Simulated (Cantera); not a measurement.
Feed: 1 mol CsCl, 0.13 mol O₂, 2.7 mol N₂, equilibrated at 750 Torr.

Equilibrium computed with Cantera from the NASA thermochemical tables; the gas is ideal and each condensed phase is pure. Candidate condensed phases: Cs, CsCl; 18 gas species. Rates play no part.

x: gas mole fraction; n: condensed amount in mol.

```
T (K)   x N₂   x CsCl  x Cs₂Cl₂    x O₂      x NO  n CsCl(l)
-----  -----  -------  --------  ------  --------  ---------
1148   0.942  0.00901   0.00389  0.0453   6.56e-5      0.952
1198   0.930   0.0181   0.00737  0.0447   9.65e-5      0.905
1248   0.909   0.0341    0.0131  0.0437  0.000136        ___
1298   0.875   0.0609    0.0219  0.0420  0.000184        ___
1348   0.822    0.103    0.0348  0.0395  0.000237        ___
1398   0.743    0.168    0.0531  0.0357  0.000287        ___
1448   0.734    0.190    0.0409  0.0351  0.000371          0
1498   0.726    0.208    0.0305  0.0347  0.000473          0
1548   0.720    0.222    0.0223  0.0344  0.000595          0
1598   0.716    0.233    0.0162  0.0341  0.000737          0
1648   0.713    0.241    0.0117  0.0339  0.000903          0
1698   0.710    0.246   0.00851  0.0337   0.00109          0
1748   0.709    0.250   0.00623  0.0335   0.00131          0
```

Problem. Some entries are withheld; supply them.

Solution. 
- 1248, n CsCl(l): 0.821
- 1298, n CsCl(l): 0.677
- 1348, n CsCl(l): 0.432
- 1398, n CsCl(l): 0.00565
